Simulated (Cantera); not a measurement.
A closed system holds: 1 mol SiH₂Cl₂, 6.2 mol N₂, at 6.00 mbar.

These are equilibrium values from Cantera (NASA tables, ideal gas, pure condensed phases), not measurements of a reactor. Candidate condensed phases: NH₄Cl, Si, Si₃N₄; 28 gas species. N₂ is the only nitrogen source here; it is nearly inert below about 1500 K, so the nitride shown seldom forms there in practice. The tables' values for SiCl₃ are old estimates; treat these amounts as uncertain. The numbers say what is thermodynamically allowed, not how fast it happens. All values below are at 775 °C.

Base state: N₂ 0.756, HCl 0.174, H₂ 0.0467, SiCl₄ 0.0232, SiCl₃ 0.000119, SiHCl₃ 6.36e-5, SiCl₂ 1.12e-5 (mole fractions); condensed: Si₃N₄(s).

### Question
What changes in the equilibrium state with this change: 1.9 mol O₂ added?

### Answer
| species | before | after |
|---|---|---|
| N₂ | 0.756 | 0.686 |
| HCl | 0.174 | 0.192 |
| O₂ | 0 | 0.0921 |
| H₂ | 0.0467 | <1e-9 |
| SiCl₄ | 0.0232 | <1e-9 |
| H₂O | 0 | 0.0148 |
| Cl₂ | <1e-9 | 0.0142 |
| SiCl₃ | 0.000119 | <1e-9 |
| SiHCl₃ | 6.36e-5 | <1e-9 |
| NO | 0 | 3.20e-5 |
| Cl | 7.34e-8 | 0.00119 |
| Si₃N₄(s), mol | 0.275 | 0 |
| SiO₂(β-quartz), mol | 0 | 1.00 |
Further candidate phases: H₂O, SiO₂, Si₂N₂O.
